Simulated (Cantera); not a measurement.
An isothermal, constant-pressure homogeneous reactor starts with CO : O2 : H2O : N2 = 0.0059 : 0.0027 : 0.00021 : 1 (molar parts), at 1223 K and 3.40 bar.

Cantera simulation using GRI-Mech 3.0 (53 species, 325 reactions); the numbers are that mechanism's predictions, not measurements.

x: mole fraction; the columns are a selection and need not sum to one.

```tsv
t (s)	x CO	x O2	x H2O	x OH	x NO
4.00e-5	0.00585	0.00268	0.000208	<1e-12	<1e-12
0.000232	0.00585	0.00268	0.000208	6.97e-12	<1e-12
0.00135	0.00585	0.00268	0.000208	9.36e-11	<1e-12
0.00783	0.00585	0.00268	0.000208	1.06e-8	<1e-12
0.0455	0.00309	0.00129	0.000197	2.19e-6	[?]
0.264	0.000493	3.62e-6	0.000196	4.08e-7	9.08e-7
1.53	0.000486	5.44e-8	0.000196	1.39e-8	8.46e-7
8.90	0.000486	6.48e-9	0.000197	2.49e-9	7.81e-7
51.7	0.000485	2.19e-10	0.000197	1.04e-9	[?]
300	0.000485	4.11e-12	0.000197	5.94e-10	[?]
```

Task: Some entries are withheld; supply them.

Result: 
- 0.0455, x NO: 2.24e-7
- 51.7, x NO: 6.84e-7
- 300, x NO: 4.78e-7
